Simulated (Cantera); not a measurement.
What does this Cantera script print?

```python
import numpy as np
import cantera as ct

gas_names = """
    B BH BH2 BH3 BN B2 H H2 N NH NH2 NH3 N2 N2H2 N2H4
""".split()
cond_names = """
    B(b) B(L) BN(s)
""".split()


def load(file, names, dense=False):
    # The tables refer to 1 bar. Condensed volumes are neglected.
    table = {s.name: s for s in ct.Species.list_from_file(file)}
    out = []
    for n in names:
        d = dict(table[n].input_data)
        d["thermo"] = dict(d["thermo"], **{"reference-pressure": 1e5})
        if dense:
            d["equation-of-state"] = {"model": "constant-volume", "density": "1e6 g/cm^3"}
        out.append(ct.Species.from_dict(d))
    return out


gas = ct.Solution(thermo="ideal-gas", species=load("nasa_gas.yaml", gas_names))
cond = {s.name: ct.Solution(thermo="fixed-stoichiometry", species=[s], name=s.name)
        for s in load("nasa_condensed.yaml", cond_names, dense=True)}
atoms = {
    'B': {'B': 1},
    'N2': {'N': 2},
    'H2': {'H': 2},
}
top_T = {'BN(s)': 3200}  # K; cautious upper limits of use, not melting points


def equilibrate(T, P, feed):
    n = {}
    for name, mol in feed.items():
        for a, k in atoms[name].items():
            n[a] = n.get(a, 0.0) + k * mol
    gas.TPX = T, P, n
    mass = sum(n.values()) * gas.mean_molecular_weight
    gas.equilibrate("TP")
    valid = [c for c in cond.values() if c.min_temp <= T <= top_T.get(c.name, c.max_temp)]
    mix = ct.Mixture([(gas, mass / gas.mean_molecular_weight)] + [(c, 0.0) for c in valid])
    mix.T, mix.P = T, P
    mix.equilibrate("TP", solver="vcs", rtol=1e-11, max_steps=5000)
    return mix


results = []
feed = {'B': 1, 'N2': 1.4, 'H2': 6.8}  # mol
P = 1900  # Pa
for T in [1600, 1675, 1750, 1825, 1900, 1975, 2050, 2125, 2200, 2275, 2350]:
    mix = equilibrate(T, P, feed)
    results.append((T, P, feed, dict(zip(mix.species_names, mix.species_moles))))

top = {s: max(r[3][s] / sum(r[3][g] for g in gas_names) for r in results) for s in gas_names}
cols = sorted((s for s in top if top[s] > 1e-06), key=lambda s: -top[s])[:8]
seen = [c for c in cond_names if any(r[3].get(c, 0) > 1e-12 for r in results)]
print("log10 of partial pressures in bar; condensed amounts in mol")
print(f"{'T/K':>10s}" + "".join(f"{s[:9]:>10s}" for s in cols + seen))
for T, P, feed, n in results:
    ng = sum(n[g] for g in gas_names)
    print(f"{T:10.4g}" + "".join(f"{np.log10(max(n[s] / ng * P / 1e5, 1e-99)):10.3f}" for s in cols)
          + "".join(f"{n.get(c, 0):10.4g}" for c in seen))
```

Result:

```
log10 of partial pressures in bar; condensed amounts in mol
       T/K        H2        N2         H       BH2         B        BH        BN       BH3      B(b)      B(L)     BN(s)
      1600    -1.775    -2.654    -5.152    -8.622   -12.763   -12.494   -13.483    -9.943         0         0         1
      1675    -1.776    -2.654    -4.823    -7.976   -11.585   -11.494   -12.432    -9.449         0         0         1
      1750    -1.776    -2.654    -4.521    -7.386   -10.509   -10.582   -11.472    -8.999         0         0         1
      1825    -1.777    -2.654    -4.244    -6.846    -9.523    -9.745   -10.592    -8.587         0         0    0.9999
      1900    -1.778    -2.655    -3.989    -6.349    -8.615    -8.976    -9.783    -8.210         0         0    0.9998
      1975    -1.780    -2.655    -3.754    -5.891    -7.777    -8.267    -9.036    -7.862         0         0    0.9995
      2050    -1.783    -2.657    -3.536    -5.469    -7.001    -7.610    -8.345    -7.543         0         0    0.9985
      2125    -1.787    -2.658    -3.333    -5.078    -6.280    -7.002    -7.703    -7.249         0         0    0.9963
      2200    -1.794    -2.660    -3.146    -4.717    -5.609    -6.436    -7.106    -6.979         0         0    0.9908
      2275    -1.830    -2.501    -2.986    -4.560    -5.131    -6.073    -6.617    -6.922     0.984         0         0
      2350    -1.844    -2.507    -2.826    -4.434    -4.728    -5.766    -6.281    -6.880         0     0.974         0
```

Equilibrium computed with Cantera from the NASA thermochemical tables; the gas is ideal and each condensed phase is pure. The tables' values for BH2 are old estimates; treat these amounts as uncertain.
